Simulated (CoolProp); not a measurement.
A single-stage vapour-compression cycle with R410A: evaporating at 300.15 K (dew point), condensing at 326.15 K (bubble point), superheat 8 K, subcooling 5 K, compressor efficiency 0.75, no pressure losses. Each further row changes one setting.

Values from CoolProp's reference Helmholtz-energy equation of state, Lemmon 2003. It is a pseudo-pure fit of the blend.

```
case                              cooling COP  pressure ratio  discharge temperature (K)  refrigerating effect (kJ/kg)  volumetric capacity (kJ/m³)
--------------------------------  -----------  --------------  -------------------------  ----------------------------  ---------------------------
as stated                                   ?            1.89                      348.7                           156                        10200
evaporating temperature 305.15 K         8.70            1.66                      345.8                             ?                        11700
condensing temperature 321.15 K          8.80            1.68                      341.1                           166                        10800
subcooling 10 K                             ?            1.89                      348.7                           167                        10800
superheat 18 K                           6.76            1.89                      359.2                           169                            ?
compressor efficiency 0.65               5.88            1.89                          ?                           156                        10200
```

Q: Complete the blanks.

A: 
- as stated, cooling COP: 6.79
- evaporating temperature 305.15 K, refrigerating effect (kJ/kg): 157
- subcooling 10 K, cooling COP: 7.22
- superheat 18 K, volumetric capacity (kJ/m³): 10100
- compressor efficiency 0.65, discharge temperature (K): 351.2
